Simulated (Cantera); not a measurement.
Thermodynamics of nitride etching, feed Si3N4 + H2O

Input: 1 mol Si3N4, a varied amount of H2O, at 850 K and 13.3 mbar.

These are equilibrium values from Cantera (NASA tables, ideal gas, pure condensed phases), not measurements of a reactor. Candidate condensed phases: H2O, Si, SiO2, Si2N2O, Si3N4; 35 gas species. Equilibrium is a limit: real reactors are often held back by kinetics, nucleation or transport.

| n(H2O) (mol) | log p H2 | log p H2O | log p N2 | log p NH3 | n Si2N2O(s) | n Si3N4(s) | n SiO2(β-quartz) |
|---|---|---|---|---|---|---|---|
| 1.4 | -2.00 | <-13 | -2.48 | -6.97 | 1.40 | 0.0667 | 0 |
| 3.9 | -2.00 | -7.04 | -2.48 | -6.97 | 0.700 | 0 | 1.60 |
| 6.4 | -2.02 | -3.20 | -2.50 | -7.01 | 0 | 0 | 3.00 |
| 8.8 | -2.13 | -2.46 | -2.61 | -7.23 | 0 | 0 | 3.00 |
| 11 | -2.21 | -2.29 | -2.69 | -7.39 | 0 | 0 | 3.00 |
| 14 | -2.30 | -2.18 | -2.78 | -7.57 | 0 | 0 | 3.00 |
| 16 | -2.35 | -2.13 | -2.83 | -7.67 | 0 | 0 | 3.00 |
| 19 | -2.42 | -2.08 | -2.90 | -7.81 | 0 | 0 | 3.00 |
log p: log10 of the partial pressure in bar; n: condensed amount in mol.

At 1.4 mol H2O the condensed part is Si2N2O(s) + Si3N4(s). At 3.9 mol H2O the condensed part is SiO2(β-quartz) + Si2N2O(s). From 6.4 mol H2O to 19 mol H2O the condensed part is SiO2(β-quartz).
